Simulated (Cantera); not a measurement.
A closed system holds: 1 mol SiCl4, 0.18 mol C2H4, 4.9 mol H2, 0.033 mol HCl, at 5.10 mbar.

Method: chemical equilibrium by Gibbs-energy minimisation in Cantera with the NASA 1993 tables (ideal gas, pure condensed phases). Candidate condensed phases: C, C6H6, C7H8, C8H18, Si, SiC; 109 gas species. Gases not in the tables: Si2H6 and higher silanes. The numbers say what is thermodynamically allowed, not how fast it happens.

Over these rows the condensed part is SiC(s). Partial pressures as log10 of bar:

```json
[
 {"T (K)": "2000", "1000/T (1/K)": "0.5000", "log p SiC2": "-7.40", "log p H2": "-2.57", "log p HCl": "-2.73", "log p SiCl2": "-3.37", "log p H": "-4.08"},
 {"T (K)": "2050", "1000/T (1/K)": "0.4878", "log p SiC2": "-6.91", "log p H2": "-2.58", "log p HCl": "-2.73", "log p SiCl2": "-3.38", "log p H": "-3.93"},
 {"T (K)": "2100", "1000/T (1/K)": "0.4762", "log p SiC2": "-6.44", "log p H2": "-2.59", "log p HCl": "-2.74", "log p SiCl2": "-3.40", "log p H": "-3.80"},
 {"T (K)": "2150", "1000/T (1/K)": "0.4651", "log p SiC2": "-5.98", "log p H2": "-2.60", "log p HCl": "-2.74", "log p SiCl2": "-3.42", "log p H": "-3.67"},
 {"T (K)": "2200", "1000/T (1/K)": "0.4545", "log p SiC2": "-5.54", "log p H2": "-2.61", "log p HCl": "-2.75", "log p SiCl2": "-3.45", "log p H": "-3.55"},
 {"T (K)": "2250", "1000/T (1/K)": "0.4444", "log p SiC2": "?", "log p H2": "-2.63", "log p HCl": "-2.76", "log p SiCl2": "-3.50", "log p H": "-3.44"}
]
```

Question: Fit log p(SiC2) = a + b·(1000/T) to the five rows, give the apparent enthalpy, and predict the row at 2250 K.

Answer: Means: 1000/T = 0.4767, log p = -6.454. Sxy = -0.052900, Sxx = 0.0012937, so b = -40.89 and a = -6.454 − (-40.89)×0.4767 = 13.04.
Apparent enthalpy: −19.145 × (-40.89) = 783 kJ/mol. With the condensed phases at unit activity, 2 SiC(s) + 2 HCl(g) = SiC2(g) + H2(g) + SiCl2(g) links this pressure to the main gases: over the six rows their terms move log p by +0.13 in all, so the slope isn't that reaction's ΔH° alone. The five rows lie within 0.01 of the line.
Prediction at 2250 K: 13.04 + (-40.89)×0.4444 = -5.13. The computed value is -5.10, 0.03 from the line.
